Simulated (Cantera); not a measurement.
Adiabatic ignition

An adiabatic, constant-pressure homogeneous reactor starts with H₂ : O₂ : N₂ = 1 : 0.505 : 1.9 (molar parts), equivalence ratio 0.99, at 1098 K and 9.10 bar.

Model: GRI-Mech 3.0 (53 species, 325 reactions), integrated in Cantera. The hydrogen kinetics of GRI-Mech 3.0 are dated; newer H2 mechanisms differ, most at raised pressure.

```csv
t (s),T (K),x H₂,x O₂,x HO₂,x NO₂,x H₂O₂,x N₂O
2.00e-6,1098,0.294,0.148,1.59e-8,<1e-12,9.10e-11,<1e-12
6.44e-6,1098,0.294,0.148,5.55e-8,<1e-12,1.06e-9,<1e-12
2.07e-5,1098,0.294,0.148,1.89e-7,<1e-12,1.14e-8,<1e-12
6.68e-5,1098,0.294,0.148,7.21e-7,<1e-12,1.23e-7,<1e-12
0.000215,1098,0.294,0.148,5.23e-6,<1e-12,1.93e-6,5.06e-12
0.000692,1105,0.293,0.148,0.000108,<1e-12,0.000222,3.70e-10
0.00223,2857,0.0288,0.00857,8.74e-6,2.83e-6,1.14e-6,1.10e-6
0.00718,2857,0.0288,0.00856,8.74e-6,2.83e-6,1.14e-6,1.10e-6
0.0231,2857,0.0288,0.00856,8.74e-6,2.83e-6,1.14e-6,1.10e-6
0.0744,2857,0.0288,0.00856,8.74e-6,2.83e-6,1.14e-6,1.10e-6
0.240,2857,0.0288,0.00856,8.74e-6,2.83e-6,1.14e-6,1.10e-6
0.772,2857,0.0288,0.00856,8.74e-6,2.83e-6,1.14e-6,1.10e-6
2.48,2857,0.0288,0.00856,8.74e-6,2.83e-6,1.14e-6,1.10e-6
8.00,2857,0.0288,0.00856,8.74e-6,2.83e-6,1.14e-6,1.10e-6
```
x: mole fraction; the columns are a selection and need not sum to one.

```
Quantity                                                            Result
---------------------------------  ---------------------------------------
time of steepest temperature rise                                 0.915 ms
temperature at 8.00 s                                               2857 K
equilibrium temperature                                             2857 K
x(H₂) at 8.00 s                      0.0288 (gas-phase equilibrium 0.0288)
x(O₂) at 8.00 s                    0.00856 (gas-phase equilibrium 0.00856)
x(HO₂) at 8.00 s                   8.74e-6 (gas-phase equilibrium 8.74e-6)
```
